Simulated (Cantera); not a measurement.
## Adiabatic ignition

An adiabatic, constant-pressure homogeneous reactor starts with CH4 : O2 : N2 = 1 : 2.44 : 10.7 (molar parts), at 1025 K and 3.40 bar.

Detailed kinetics in Cantera: GRI-Mech 3.0 (53 species, 325 reactions).

```tsv
t (s)	T (K)	x CH4	x O2	x NO	x C2H4	x CH2	x CH2CO
2.00e-6	1025	0.0707	0.173	<1e-12	<1e-12	<1e-12	<1e-12
6.44e-6	1025	0.0707	0.173	<1e-12	<1e-12	<1e-12	<1e-12
2.07e-5	1025	0.0707	0.173	<1e-12	<1e-12	<1e-12	<1e-12
6.68e-5	1025	0.0707	0.173	<1e-12	<1e-12	<1e-12	<1e-12
0.000215	1025	0.0707	0.173	<1e-12	<1e-12	<1e-12	<1e-12
0.000692	1025	0.0707	0.173	<1e-12	<1e-12	<1e-12	<1e-12
0.00223	1025	0.0707	0.173	<1e-12	3.22e-11	<1e-12	<1e-12
0.00718	1025	0.0707	0.173	<1e-12	1.89e-9	<1e-12	<1e-12
0.0231	1025	0.0707	0.173	<1e-12	2.40e-8	<1e-12	4.04e-12
0.0744	1026	0.0706	0.172	<1e-12	3.49e-7	<1e-12	2.77e-10
0.240	2396	<1e-12	0.0290	0.00655	<1e-12	<1e-12	<1e-12
0.772	2396	<1e-12	0.0288	0.00688	<1e-12	<1e-12	<1e-12
2.48	2396	<1e-12	0.0288	0.00688	<1e-12	<1e-12	<1e-12
8.00	2396	<1e-12	0.0288	0.00688	<1e-12	<1e-12	<1e-12
```
x: mole fraction; the columns are a selection and need not sum to one.

```
Quantity                                                            Result
---------------------------------  ---------------------------------------
time of steepest temperature rise                                  0.194 s
temperature at 8.00 s                                               2396 K
equilibrium temperature                                             2396 K
x(CH4) at 8.00 s                     <1e-12 (gas-phase equilibrium <1e-12)
x(O2) at 8.00 s                      0.0288 (gas-phase equilibrium 0.0288)
x(NO) at 8.00 s                    0.00688 (gas-phase equilibrium 0.00688)
```
